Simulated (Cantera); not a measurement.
# Equilibrium for boron, boron nitride and boron oxide: B + H2O

Charge: 1 mol B, 0.99 mol H2O, equilibrated at 45.0 Pa.

Method: chemical equilibrium by Gibbs-energy minimisation in Cantera with the NASA 1993 tables (ideal gas, pure condensed phases). Candidate condensed phases: B, B2O3, B3O3H3, H2O; 23 gas species. The tables' values for BH2 are old estimates; treat these amounts as uncertain. The numbers say what is thermodynamically allowed, not how fast it happens.

```tsv
T (°C)	x H2	x BO	x B2O2	x H	x HBO	x B2O3	x B2O	n B(s)
1550	0.545	0.0802	0.186	0.0151	0.167	0.00484	0.000717	0.0172
1600	0.530	0.112	0.168	0.0221	0.163	0.00319	0.00117	0.0137
1650	0.512	0.151	0.145	0.0318	0.156	0.00201	0.00181	0.0105
1700	0.492	0.195	0.120	0.0446	0.144	0.00120	0.00267	0.00721
1750	0.469	0.241	0.0943	0.0613	0.130	0.000670	0.00375	0.00363
1800	0.444	0.284	0.0699	0.0827	0.113	0.000367	0.00472	0
1850	0.418	0.322	0.0494	0.109	0.0949	0.000265	0.00404	0
1900	0.390	0.352	0.0332	0.142	0.0777	0.000181	0.00330	0
1950	0.359	0.372	0.0216	0.181	0.0619	0.000121	0.00253	0
```
x: gas mole fraction; n: condensed amount in mol.

From 1550 °C to 1750 °C the condensed part is B(s). From 1800 °C to 1950 °C nothing is condensed. The main B-bearing gas is B2O2 at 1550 °C and BO at 1950 °C.
